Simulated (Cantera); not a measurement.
What does this Cantera script print?

```python
import numpy as np
import cantera as ct

gas_names = """
    B BH BH2 BH3 BN B2 H H2 N NH NH2 NH3 N2 N2H2 N2H4
""".split()
cond_names = """
    B(b) B(L) BN(s)
""".split()


def load(file, names, dense=False):
    # The tables refer to 1 bar. Condensed volumes are neglected.
    table = {s.name: s for s in ct.Species.list_from_file(file)}
    out = []
    for n in names:
        d = dict(table[n].input_data)
        d["thermo"] = dict(d["thermo"], **{"reference-pressure": 1e5})
        if dense:
            d["equation-of-state"] = {"model": "constant-volume", "density": "1e6 g/cm^3"}
        out.append(ct.Species.from_dict(d))
    return out


gas = ct.Solution(thermo="ideal-gas", species=load("nasa_gas.yaml", gas_names))
cond = {s.name: ct.Solution(thermo="fixed-stoichiometry", species=[s], name=s.name)
        for s in load("nasa_condensed.yaml", cond_names, dense=True)}
atoms = {
    'B': {'B': 1},
    'H2': {'H': 2},
    'N2': {'N': 2},
}
top_T = {'BN(s)': 3200}  # K; cautious upper limits of use, not melting points


def equilibrate(T, P, feed):
    n = {}
    for name, mol in feed.items():
        for a, k in atoms[name].items():
            n[a] = n.get(a, 0.0) + k * mol
    gas.TPX = T, P, n
    mass = sum(n.values()) * gas.mean_molecular_weight
    gas.equilibrate("TP")
    valid = [c for c in cond.values() if c.min_temp <= T <= top_T.get(c.name, c.max_temp)]
    mix = ct.Mixture([(gas, mass / gas.mean_molecular_weight)] + [(c, 0.0) for c in valid])
    mix.T, mix.P = T, P
    mix.equilibrate("TP", solver="vcs", rtol=1e-11, max_steps=5000)
    return mix


results = []
feed = {'B': 1, 'H2': 24, 'N2': 2.2}  # mol
T = 1023  # K
P = 9800  # Pa
mix = equilibrate(T, P, feed)
results.append((T, P, feed, dict(zip(mix.species_names, mix.species_moles))))
x = sorted(zip(gas.X, gas.species_names), reverse=True)
print(f"T = {T:g} K  P = {P:g} Pa  gas = {mix.phase_moles(0):.4g} mol")
print("   x: " + "  ".join(f"{s} {v:.3e}" for v, s in x if v > 1e-06))
print("   condensed (mol): " + ("  ".join(f"{mix.phase(i).name} {mix.phase_moles(i):.4g}"
      for i in range(1, mix.n_phases) if mix.phase_moles(i) > 1e-12) or "none"))
```

Output:

```
T = 1023 K  P = 9800 Pa  gas = 25.7 mol
   x: H2 9.338e-01  N2 6.614e-02  NH3 1.141e-05
   condensed (mol): BN(s) 1
```

These are equilibrium values from Cantera (NASA tables, ideal gas, pure condensed phases), not measurements of a reactor. N2 is the only nitrogen source here; it is nearly inert below about 1500 K, so the nitride shown seldom forms there in practice.
